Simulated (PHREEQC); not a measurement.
**Nickel, zinc or cadmium bath: speciation**

Make-up at 25 °C: 0.0054 mol/kgw Ni(NO3)2 and 0.0021 mol/kgw HCl. Closed to the air; pH follows from the charge balance.

Model: ion-association model, wateq4f.dat, run in PHREEQC.

No solid was allowed to form.

**Question.** Predict the pH.

**Answer.** pH 2.73.
